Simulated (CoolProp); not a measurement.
Saturation properties of oxygen.

Values from CoolProp's reference Helmholtz-energy equation of state, Schmidt 1985.

```
T (°C)   p (MPa)  liquid cp (kJ/(kg K))  liquid conductivity (mW/(m K))
-------  -------  ---------------------  ------------------------------
-168.05   0.3814                  1.768                             129
-163.25   0.5397                  1.806                             122
-158.45      ___                  1.855                             115
-153.75   0.9872                  1.918                             ___
-148.95    1.294                  2.004                             101
-144.15    1.663                  2.123                            94.1
-139.35    2.103                  2.297                            87.1
-134.55    2.621                    ___                            80.2
-129.85    3.212                    ___                             ___
-125.05      ___                  4.293                            66.7
```

Q: Some entries are withheld; supply them.

A: 
- -158.45, p (MPa): 0.7414
- -153.75, liquid conductivity (mW/(m K)): 108
- -134.55, liquid cp (kJ/(kg K)): 2.576
- -129.85, liquid cp (kJ/(kg K)): 3.072
- -129.85, liquid conductivity (mW/(m K)): 73.5
- -125.05, p (MPa): 3.911

It boils at -183.0 °C under 1 atm.

Thermal conductivity comes from a separate model (Lemmon 2004).
